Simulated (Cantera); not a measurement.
A Cantera script and its output.

```python
import numpy as np
import cantera as ct

gas = ct.Solution("gri30.yaml")
gas.TPX = 1700, 20000, {'CO': 1, 'H2': 0.087, 'O2': 0.541, 'N2': 5.08, 'H2O': 1.6}
reactor = ct.IdealGasConstPressureReactor(gas, energy="on", clone=False)
net = ct.ReactorNet([reactor])
net.rtol, net.atol = 1e-08, 1e-16
show = ['CO', 'H2', 'O2', 'NO', 'CO2', 'H']
times = np.geomspace(5e-06, 9, 10)

steps = ct.SolutionArray(gas, extra=["t"])
rows = []
print(f"{'t/s':>10s}{'T/K':>9s}{'P/Pa':>11s}" + "".join(f"{s:>11s}" for s in show))
for t in times:
    while net.time < t:
        t_next = net.step()
        steps.append(gas.state, t=t_next)
    rows.append([np.interp(t, steps.t, y) for y in (steps.T, steps.P, *steps(*show).X.T)])
    print(f"{t:10.3e}{rows[-1][0]:9.1f}{rows[-1][1]:11.4g}" + "".join(f"{x:11.3e}" for x in rows[-1][2:]))
rate = np.gradient(steps.T, steps.t)
print("integrator steps:", len(steps.t))
if steps.T.max() > steps.T[0] + 200:
    print(f"time of steepest temperature rise: {steps.t[rate.argmax()]:.4e} s")
gas.TPX = 1700, 20000, {'CO': 1, 'H2': 0.087, 'O2': 0.541, 'N2': 5.08, 'H2O': 1.6}
gas.equilibrate("HP")
print(f"equilibrium (HP): T = {gas.T:.1f} K  " + "  ".join(f"{s} {gas[s].X[0]:.3e}" for s in show))
```

Result:

```
       t/s      T/K       P/Pa         CO         H2         O2         NO        CO2          H
 5.000e-06   1700.0      2e+04  1.204e-01  1.047e-02  6.512e-02  5.411e-15  1.183e-07  5.669e-08
 2.477e-05   1700.0      2e+04  1.204e-01  1.047e-02  6.512e-02  1.858e-13  1.358e-06  8.266e-07
 1.228e-04   1700.3      2e+04  1.197e-01  1.007e-02  6.445e-02  1.576e-10  6.433e-04  3.656e-04
 6.082e-04   1859.9      2e+04  4.367e-02  2.257e-02  3.059e-02  4.560e-06  7.766e-02  2.263e-02
 3.014e-03   2104.1      2e+04  3.779e-02  1.607e-02  2.339e-02  3.452e-05  8.597e-02  8.947e-03
 1.493e-02   2301.0      2e+04  2.722e-02  9.675e-03  1.550e-02  2.555e-04  9.851e-02  2.811e-03
 7.399e-02   2323.0      2e+04  2.560e-02  8.916e-03  1.398e-02  1.295e-03  1.004e-01  2.317e-03
 3.666e-01   2318.9      2e+04  2.573e-02  8.995e-03  1.313e-02  3.401e-03  1.002e-01  2.279e-03
 1.816e+00   2318.4      2e+04  2.575e-02  9.005e-03  1.302e-02  3.665e-03  1.002e-01  2.274e-03
 9.000e+00   2318.4      2e+04  2.575e-02  9.005e-03  1.302e-02  3.665e-03  1.002e-01  2.274e-03
integrator steps: 1227
time of steepest temperature rise: 2.5117e-04 s
equilibrium (HP): T = 2318.4 K  CO 2.575e-02  H2 9.005e-03  O2 1.302e-02  NO 3.665e-03  CO2 1.002e-01  H 2.274e-03
```

Detailed kinetics in Cantera: GRI-Mech 3.0 (53 species, 325 reactions).
